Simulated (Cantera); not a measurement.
## Ignition delay

Mixture: CH4 : CO : O2 : N2 = 1 : 0.13 : 1.09 : 4.09 (molar parts), equivalence ratio 1.9, at 1.88 atm, adiabatic and at constant pressure. Ignition delay is the time to a rise of 400 K.

Computed with Cantera and GRI-Mech 3.0 (53 species, 325 reactions).

```json
[
 {"T0 (K)": "1150", "delay (ms)": "92.8"},
 {"T0 (K)": "1200", "delay (ms)": "44.1"},
 {"T0 (K)": "1250", "delay (ms)": "21.8"},
 {"T0 (K)": "1300", "delay (ms)": "11.1"},
 {"T0 (K)": "1350", "delay (ms)": "5.86"},
 {"T0 (K)": "1400", "delay (ms)": "3.17"},
 {"T0 (K)": "1450", "delay (ms)": "1.77"},
 {"T0 (K)": "1500", "delay (ms)": "1.01"},
 {"T0 (K)": "1550", "delay (ms)": "0.598"}
]
```

- apparent activation energy between 1450 and 1550 K = 200 kJ/mol
